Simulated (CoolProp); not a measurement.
A Linde-Hampson liquefier for normal hydrogen: isothermal reversible compression at 300 K from 1 atm to 15 MPa, throttling to 1 atm, return gas leaving the recuperator 10 K below the feed. Each further row changes one setting.

The numbers come from the reference Helmholtz-energy equation of state, Leachman 2009 in CoolProp.

| case | compression work (kJ/kg of gas) |
|---|---|
| as stated | 6290 |
| high pressure 30 MPa | 7270 |
| warm-end temperature 330 K | 6910 |
| warm-end gap 15 K | 6290 |
